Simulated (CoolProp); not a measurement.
Vapour-liquid equilibrium of propylene (1) + dimethyl ether (2) at 9.41 bar; x and y are mole fractions of (1).

Computed with CoolProp (multi-fluid Helmholtz-energy mixture model, Lemmon 2013 and Wu 2011; pair parameters Bell 2016).

| x | bubble temperature, mixture model (°C) | bubble temperature, Raoult's law (°C) | y, mixture model | y, Raoult's law |
|---|---|---|---|---|
| 0.05 | 40.1 | 40.6 | (withheld) | 0.089 |
| 0.2 | 34.7 | 36.0 | 0.316 | 0.320 |
| 0.35 | 30.1 | 31.8 | 0.493 | 0.507 |
| 0.5 | 26.2 | 27.9 | (withheld) | 0.659 |
| 0.65 | 23.0 | 24.3 | (withheld) | 0.785 |
| 0.8 | (withheld) | 21.0 | 0.863 | 0.888 |
| 0.95 | 17.8 | 18.0 | (withheld) | 0.975 |

Problem. Some entries are withheld; supply them.

Solution. 
- 0.05, y, mixture model: 0.090
- 0.5, y, mixture model: 0.635
- 0.65, y, mixture model: 0.755
- 0.8, bubble temperature, mixture model (°C): 20.2
- 0.95, y, mixture model: 0.966

The largest gap from Raoult's law is -1.7 K in bubble temperature, at x = 0.35. No azeotrope shows between x = 0.05 and 0.95.

Pair parameters are fitted to limited data, so mixtures are less certain than the pure fluids.
